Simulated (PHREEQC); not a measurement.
A solution holds 0.0066 mol/kgw HF, 0.054 mol/kgw H2SiF6 and 0.0003 mol/kgw H3PO4, at 50 °C. Closed to the air; pH follows from the charge balance.

Model: ion-association model, phreeqc.dat, run in PHREEQC.

```
quantity                    before     after
------------------------  --------  --------
pH                            1.08      1.13
ionic strength (mol/kgw)     0.156     0.140
H3PO4 (mol/kgw)           0.000276  0.000281
F- (mol/kgw)              0.000136  0.000187
H2PO4- (mol/kgw)           2.36e-5   1.91e-5
```

Task: Which change was made?
A. H2SiF6 from 0.054 to 0.108 mol/kgw
B. H2SiF6 replaced by NH4BF4 at the same molality
C. temperature from 50 to 90 °C
D. HF left out
E. HF from 0.0066 to 0.0099 mol/kgw

Result: C, temperature from 50 to 90 °C

This is a speciation only: nothing precipitates in the calculation. Some of these states are supersaturated (in Quartz (slow to form), Chalcedony (slow to form), SiO2(a), for instance). Constants without temperature data keep their 25 °C values here. SiF6-2 is the database's only silicon fluoride.
